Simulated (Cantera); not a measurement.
A perfectly stirred reactor is fed with CH₄ : C₂H₆ : C₃H₈ : O₂ : N₂ = 1 : 0.35 : 0.35 : 7.32 : 27.5 (molar parts), equivalence ratio 0.68, at 0.300 bar; it is adiabatic with a 525 K inlet, and is followed from long to short residence time, starting on the burning branch (τ in s: 0.14, 0.042, 0.013, 0.0041, 0.0013, 0.00041, 0.00013, 4e-05, 1.2e-05, 3.9e-06).

Model: GRI-Mech 3.0 (53 species, 325 reactions), integrated in Cantera. GRI-Mech 3.0 was tuned for natural gas; its chemistry of propane as a main component is partial and can be far from experiment.

One state of this run: T (K) = 1734; x CH₄ = 9.01e-5; x C₂H₆ = 7.81e-6; x C₃H₈ = 6.70e-6; x C₂H = 1.15e-8; x N₂O = 7.55e-8; x H₂O₂ = 2.16e-7. x: mole fraction; the columns are a selection and need not sum to one.

**Question.** Which value of τ (s) does it belong to?
(A) 1.2e-5
(B) 0.0041
(C) 0.0013
(D) 3.9e-6

**Answer.** C, 0.0013
